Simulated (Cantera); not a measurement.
Input: 1 mol Fe2O3, 1.1 mol SO2, 11 mol N2, equilibrated at 0.0200 bar.

Cantera equilibrium calculation (NASA polynomials, part measured and part estimated; ideal gas, pure solids and liquids). Candidate condensed phases: Fe, FeO, FeS, FeSO4, FeS2, Fe2O3, Fe2(SO4)3, Fe3O4, S; 19 gas species. Mutual solubility and eutectic melting of coexisting phases are not modelled. Equilibrium is a limit: real reactors are often held back by kinetics, nucleation or transport.

x: gas mole fraction; n: condensed amount in mol.

| T (°C) | x N2 | x SO2 | x O2 | x NO | x SO3 | n Fe2O3(s) | n Fe3O4(s) |
|---|---|---|---|---|---|---|---|
| 950 | 0.909 | 0.0909 | 5.36e-5 | 3.99e-6 | 2.02e-5 | 0.995 | 0.00318 |
| 1000 | 0.909 | 0.0908 | 0.000329 | 1.41e-5 | 3.44e-5 | 0.974 | 0.0171 |
| 1050 | 0.907 | 0.0907 | 0.00176 | 4.50e-5 | 5.62e-5 | 0.868 | 0.0877 |
| 1100 | 0.901 | 0.0901 | 0.00829 | 0.000132 | 8.82e-5 | 0.385 | 0.410 |
| 1150 | 0.897 | 0.0896 | 0.0134 | 0.000222 | 8.31e-5 | 0 | 0.667 |
| 1200 | 0.897 | 0.0896 | 0.0134 | 0.000288 | 6.31e-5 | 0 | 0.667 |
| 1250 | 0.897 | 0.0896 | 0.0134 | 0.000368 | 4.88e-5 | 0 | 0.667 |
| 1300 | 0.897 | 0.0896 | 0.0133 | ___ | ___ | 0 | 0.667 |
| 1350 | 0.896 | 0.0896 | 0.0133 | ___ | ___ | 0 | 0.667 |
| 1400 | 0.896 | 0.0896 | 0.0132 | 0.000699 | 2.47e-5 | 0 | 0.667 |
| 1450 | 0.896 | 0.0896 | 0.0132 | 0.000844 | 2.03e-5 | 0 | 0.667 |

Q: What belongs in the gaps?

A: 
- 1350, x NO: 0.000572
- 1350, x SO3: 3.06e-5
- 1300, x NO: 0.000462
- 1300, x SO3: 3.84e-5
